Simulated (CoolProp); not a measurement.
The numbers come from the reference Helmholtz-energy equation of state, Lemmon 2006 in CoolProp. It is a short technical equation, of lower accuracy than the large ones.

Give the vapour pressure (MPa), liquid cp (kJ/(kg K)), vapour Z of saturated nitrous oxide at 215.9 K.


```csv
T (K),p (MPa),liquid cp (kJ/(kg K)),vapour Z
215.9,0.483,1.77,0.921
```
